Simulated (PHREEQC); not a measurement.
Consider water at 25 °C with 0.162 mol/kgw Ca(NO3)2. Closed to the air; pH follows from the charge balance.

Equilibrium calculation in PHREEQC: ion-association model, wateq4f.dat.

This is a speciation only: nothing precipitates in the calculation.

**Question.** What activity of water does the model give?

**Answer.** activity of water 0.992.

Species that the database lacks are ignored.
